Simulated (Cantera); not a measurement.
A diamond (100) surface in a fixed gas of H2 with x(CH4) = 0.023, x(H) = 0.043, x(CH3) = 9.1e-05, 0.0130 bar; coverages are run to steady state.

Computed with Cantera and the Harris–Goodwin 1993 mechanism for the reconstructed diamond (100) surface.

θ: site fractions in the mechanism's names (c6HH fully hydrogenated, c6H* and c6*H radical sites, c6** diradical, c6HM methylated).

```json
[
 {"T (K)": "900", "growth (µm/h)": "___", "θ c6HH": "0.690", "θ c6H*": "0.0105", "θ c6*H": "0.292", "θ c6**": "0.00441", "θ c6HM": "0.00179"},
 {"T (K)": "950", "growth (µm/h)": "___", "θ c6HH": "0.642", "θ c6H*": "0.0142", "θ c6*H": "0.335", "θ c6**": "0.00674", "θ c6HM": "0.00142"},
 {"T (K)": "1000", "growth (µm/h)": "___", "θ c6HH": "0.596", "θ c6H*": "0.0184", "θ c6*H": "0.375", "θ c6**": "0.00982", "θ c6HM": "0.00114"},
 {"T (K)": "1050", "growth (µm/h)": "___", "θ c6HH": "0.552", "θ c6H*": "0.0230", "θ c6*H": "0.410", "θ c6**": "0.0138", "θ c6HM": "0.000897"},
 {"T (K)": "1100", "growth (µm/h)": "0.815", "θ c6HH": "0.510", "θ c6H*": "0.0280", "θ c6*H": "0.442", "θ c6**": "0.0186", "θ c6HM": "0.000672"},
 {"T (K)": "1150", "growth (µm/h)": "0.785", "θ c6HH": "0.472", "θ c6H*": "0.0332", "θ c6*H": "0.469", "θ c6**": "0.0244", "θ c6HM": "0.000449"},
 {"T (K)": "1200", "growth (µm/h)": "___", "θ c6HH": "0.437", "θ c6H*": "0.0386", "θ c6*H": "0.493", "θ c6**": "0.0311", "θ c6HM": "0.000253"},
 {"T (K)": "1250", "growth (µm/h)": "___", "θ c6HH": "0.405", "θ c6H*": "0.0440", "θ c6*H": "0.512", "θ c6**": "0.0388", "θ c6HM": "0.000122"},
 {"T (K)": "1300", "growth (µm/h)": "___", "θ c6HH": "0.376", "θ c6H*": "0.0495", "θ c6*H": "0.527", "θ c6**": "0.0474", "θ c6HM": "5.29e-5"},
 {"T (K)": "1350", "growth (µm/h)": "0.333", "θ c6HH": "0.349", "θ c6H*": "0.0548", "θ c6*H": "0.539", "θ c6**": "0.0568", "θ c6HM": "2.22e-5"},
 {"T (K)": "1400", "growth (µm/h)": "0.328", "θ c6HH": "0.325", "θ c6H*": "0.0600", "θ c6*H": "0.548", "θ c6**": "0.0670", "θ c6HM": "9.22e-6"}
]
```

### Question
Some entries are withheld; supply them.

### Answer

- 900, growth (µm/h): 0.371
- 950, growth (µm/h): 0.490
- 1000, growth (µm/h): 0.619
- 1050, growth (µm/h): 0.740
- 1200, growth (µm/h): 0.645
- 1250, growth (µm/h): 0.481
- 1300, growth (µm/h): 0.374
